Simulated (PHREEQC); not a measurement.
Solution (25 °C): 0.12 mol FeSO4, 0.0072 mol CuCl2 and 0.019 mol NaHSO4 per kg of water. Closed to the air; pH follows from the charge balance.

Model: ion-association model, phreeqc.dat, run in PHREEQC.

No solid was allowed to form.

Task: What pH, density does the model give?

Result: pH 2.33; density 1.017 g/cm³.

Task: In which forms is Na present?

Result: Na+ 92 %, NaSO4- 8.0 % of the Na.
